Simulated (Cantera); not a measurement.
A perfectly stirred reactor is fed with NH3 : N2 = 1 : 0.25 (molar parts), at 1100 Pa; it is held at 2223 K, and followed from long to short residence time.

Detailed kinetics in Cantera: the gas-phase N/H chemistry of the illustrative SiF4/NH3 mechanism in the Surface Chemkin manual (1991). Walls and surfaces, which speed up NH3 decomposition in real reactors, are not modelled.

Question: Predict: x(NH3) at τ = 19.0 s; x(NH) at τ = 19.0 s; x(H) at τ = 19.0 s; x(NH2) at τ = 19.0 s; x(N) at τ = 19.0 s; x(NH3) at τ = 0.350 s; x(NH) at τ = 0.350 s; x(H) at τ = 0.350 s; x(NH2) at τ = 0.350 s; x(N) at τ = 0.350 s.

Answer: x(NH3) at τ = 19.0 s: 0.00462
x(NH) at τ = 19.0 s: 2.00e-5
x(H) at τ = 19.0 s: 0.00503
x(NH2) at τ = 19.0 s: 0.000110
x(N) at τ = 19.0 s: 8.51e-6
x(NH3) at τ = 0.350 s: 0.250
x(NH) at τ = 0.350 s: 6.62e-5
x(H) at τ = 0.350 s: 0.000924
x(NH2) at τ = 0.350 s: 0.00157
x(N) at τ = 0.350 s: 6.57e-6
